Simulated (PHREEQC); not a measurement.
A solution holds 0.49 mol Na2SO4, 0.057 mol MgSO4 and 0.44 mol KBr per kg of water, at 20 °C. Closed to the air; pH follows from the charge balance.

Model: Pitzer model, pitzer.dat, run in PHREEQC.

| quantity | before | after |
|---|---|---|
| pH | 7.15 | 7.22 |
| HSO4- (mol/kgw) | 2.95e-7 | 1.32e-7 |
| SI of Mirabilite (Na2SO4:10H2O) | -0.83 | -2.11 |
| SI of Arcanite (K2SO4) | -0.98 | -2.33 |

Problem. What was changed between the two runs?
A. MgSO4 replaced by H2SO4 at the same molality
B. diluted 100-fold with water
C. MgSO4 from 0.057 to 0.0513 mol/kgw
D. diluted 5-fold with water
E. Na2SO4 from 0.49 to 0.245 mol/kgw

Solution. D, diluted 5-fold with water

This is a speciation only: nothing precipitates in the calculation.
